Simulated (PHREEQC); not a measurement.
Make-up at 25 °C: 2.5 mol KCl, 0.052 mol K2SO4 and 0.11 mol NaCl per kg of water. It is in equilibrium with CO2 at log p = 0 (atm). Otherwise closed; pH follows from the charge balance.

All values are PHREEQC results (Pitzer model, pitzer.dat), not measurements.

| Quantity | Result |
|---|---|
| pH | 3.85 |
| ionic strength | 2.77 mol/kgw |
| activity of water | 0.914 |
| density | 1.110 g/cm³ |
| osmotic coefficient | 0.925 |

| species | molality | activity | log γ |
|---|---|---|---|
| Cl- | 2.61 | 1.49 | -0.245 |
| K+ | 2.60 | 1.47 | -0.249 |
| Na+ | 0.110 | 0.0713 | -0.188 |
| SO4-2 | 0.0520 | 0.00163 | -1.504 |
| CO2 | 0.0260 | 0.0338 | 0.115 |
| HCO3- | 0.000174 | 0.000100 | -0.239 |
| H+ | 0.000121 | 0.000141 | 0.066 |
| HSO4- | 5.31e-5 | 2.18e-5 | -0.387 |

This is a speciation only: nothing precipitates in the calculation. In brines, pH and single-ion activities rest on the MacInnes convention.
